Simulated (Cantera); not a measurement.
A closed system holds: 1 mol MgO, 15 mol F2, 13 mol H2, equilibrated at 1.00 Torr.

Equilibrium computed with Cantera from the NASA thermochemical tables; the gas is ideal and each condensed phase is pure. Candidate condensed phases: H2O, Mg, MgF2, MgO, Mg(OH)2; 31 gas species. Equilibrium is a limit: real reactors are often held back by kinetics, nucleation or transport.

**Question.** Which condensed phases are stable at each of these points (T (K)): 923, 998, 1073, 1148, 1223, 1298, 1373, 1448, 1523, 1598, 1673?

**Answer.** 
```tsv
T (K)	condensed phases	Mg condensed (%)
923	MgF2(s)	100.0
998	MgF2(s)	100.0
1073	MgF2(s)	100.0
1148	MgF2(s)	100.0
1223	MgF2(s)	99.9
1298	MgF2(s)	98.9
1373	MgF2(s)	92.5
1448	MgF2(s)	58.9
1523	gas only	0.0
1598	gas only	0.0
1673	gas only	0.0
```

From 923 K to 1448 K the condensed part is MgF2(s). From 1523 K to 1673 K nothing is condensed.
